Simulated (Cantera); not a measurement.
A Cantera script and what it prints.

```python
import numpy as np
import cantera as ct

gas_names = """
    Cr CrO CrO2 CrO3 H HO2 H2 H2O H2O2 O OH O2 O3
""".split()
cond_names = """
    Cr(cr) Cr(L) Cr2O3(s) Cr2O3(L) H2O(s) H2O(L)
""".split()


# ... load() reads the species with a 1 bar reference pressure and builds the phases ...
atoms = {
    'Cr2O3': {'Cr': 2, 'O': 3},
    'H2': {'H': 2},
    'H2O': {'H': 2, 'O': 1},
}
top_T = {}  # K; cautious upper limits of use, not melting points


# ... equilibrate(T, P, feed) seeds the gas with the atoms and calls Mixture.equilibrate('TP', solver="vcs", rtol=1e-11, max_steps=5000) ...
results = []
feed = {'Cr2O3': 1, 'H2': 0.95, 'H2O': 0.088}  # mol
P = 49  # Pa
for T in [925, 1125, 1325, 1525, 1725, 1925, 2125]:
    mix = equilibrate(T, P, feed)
    results.append((T, P, feed, dict(zip(mix.species_names, mix.species_moles))))

top = {s: max(r[3][s] / sum(r[3][g] for g in gas_names) for r in results) for s in gas_names}
cols = sorted((s for s in top if top[s] > 1e-06), key=lambda s: -top[s])[:6]
seen = [c for c in cond_names if any(r[3].get(c, 0) > 1e-12 for r in results)]
print("log10 of partial pressures in bar; condensed amounts in mol")
print(f"{'T/K':>10s}" + "".join(f"{s[:9]:>10s}" for s in cols + seen))
for T, P, feed, n in results:
    ng = sum(n[g] for g in gas_names)
    print(f"{T:10.4g}" + "".join(f"{np.log10(max(n[s] / ng * P / 1e5, 1e-99)):10.3f}" for s in cols)
          + "".join(f"{n.get(c, 0):10.4g}" for c in seen))
```

Result:

```
log10 of partial pressures in bar; condensed amounts in mol
       T/K        H2       H2O         H        Cr       CrO        OH  Cr2O3(s)
       925    -3.348    -4.382   -11.259   -21.579   -23.935   -15.219         1
      1125    -3.348    -4.382    -9.026   -15.737   -17.718   -12.343         1
      1325    -3.348    -4.382    -7.461   -11.693   -13.407   -10.330         1
      1525    -3.349    -4.382    -6.300    -8.735   -10.249    -8.842         1
      1725    -3.353    -4.379    -5.407    -6.489    -7.844    -7.692    0.9996
      1925    -3.395    -4.252    -4.717    -4.969    -6.034    -6.637     0.987
      2125    -3.606    -3.954    -4.243    -4.302    -4.762    -5.497    0.9068
```

Method: chemical equilibrium by Gibbs-energy minimisation in Cantera with the NASA 1993 tables (ideal gas, pure condensed phases).
